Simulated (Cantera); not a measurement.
A perfectly stirred reactor is fed with 2.08 % C2H6, 97.9 % H2, at 100.0 Torr; it is held at 1500 K, and followed from long to short residence time.

Model: GRI-Mech 3.0 (53 species, 325 reactions), integrated in Cantera. GRI-Mech 3.0 stops at C3 and has no aromatics, soot or wall deposition, so with more carbon than oxygen in the feed, carbon stays in small species such as C2H2 where larger ones or solid carbon would form.

x: mole fraction; the columns are a selection and need not sum to one.

| τ (s) | x C2H6 | x H2 | x C2H | x CH4 | x C2H2 | x CH2 | x C2H4 |
|---|---|---|---|---|---|---|---|
| 1.3 | 1.48e-5 | 0.973 | 2.41e-9 | 0.0133 | 0.0130 | 2.16e-9 | 0.000610 |
| 0.49 | 3.02e-5 | 0.973 | 3.28e-9 | 0.0127 | 0.0131 | 3.75e-9 | 0.000755 |
| 0.18 | 6.27e-5 | 0.973 | 4.34e-9 | 0.0127 | 0.0128 | 6.82e-9 | 0.00102 |
| 0.067 | 0.000131 | 0.973 | 5.35e-9 | 0.0132 | 0.0120 | 1.23e-8 | 0.00151 |
| 0.025 | [?] | 0.972 | 6.03e-9 | 0.0141 | [?] | [?] | [?] |
| 0.0092 | 0.000601 | 0.972 | 5.98e-9 | 0.0149 | 0.00846 | 3.72e-8 | 0.00379 |
| 0.0034 | 0.00131 | 0.971 | 4.92e-9 | 0.0155 | 0.00577 | 6.20e-8 | 0.00552 |
| 0.0013 | 0.00277 | 0.971 | 3.15e-9 | 0.0151 | 0.00322 | 9.82e-8 | 0.00684 |
| 0.00047 | [?] | 0.972 | [?] | [?] | [?] | [?] | 0.00691 |

Problem. Some entries are withheld; supply them.

Solution. 
- 0.025, x C2H6: 0.000277
- 0.025, x C2H2: 0.0106
- 0.025, x CH2: 2.16e-8
- 0.025, x C2H4: 0.00238
- 0.00047, x C2H6: 0.00601
- 0.00047, x C2H: 1.27e-9
- 0.00047, x CH4: 0.0124
- 0.00047, x C2H2: 0.00124
- 0.00047, x CH2: 1.39e-7
